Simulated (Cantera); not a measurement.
Input: 1 mol Si, 2.4 mol Cl2, 4.1 mol H2, equilibrated at 99000 Pa.

These are equilibrium values from Cantera (NASA tables, ideal gas, pure condensed phases), not measurements of a reactor. Candidate condensed phases: Si; 19 gas species. The tables' values for SiCl3 are old estimates; treat these amounts as uncertain. Kinetics and transport are ignored.

x: gas mole fraction; nothing condenses.

| T (K) | x H2 | x HCl | x SiCl4 | x SiHCl3 | x SiCl3 | x SiCl2 |
|---|---|---|---|---|---|---|
| 1175 | 0.655 | 0.164 | 0.163 | 0.0154 | 0.00225 | 0.000302 |
| 1200 | 0.652 | 0.167 | 0.160 | 0.0171 | 0.00313 | 0.000534 |
| 1225 | 0.648 | 0.170 | 0.157 | (withheld) | 0.00426 | (withheld) |
| 1250 | 0.645 | 0.174 | 0.153 | 0.0202 | 0.00569 | 0.00151 |
| 1275 | 0.640 | 0.179 | 0.149 | 0.0215 | 0.00743 | 0.00241 |
| 1300 | 0.635 | 0.185 | 0.144 | 0.0226 | 0.00949 | (withheld) |
| 1325 | 0.629 | 0.191 | 0.138 | 0.0233 | 0.0119 | 0.00551 |

Task: Complete the blanks.

Result: 
- 1225, x SiHCl3: 0.0187
- 1225, x SiCl2: 0.000914
- 1300, x SiCl2: 0.00371
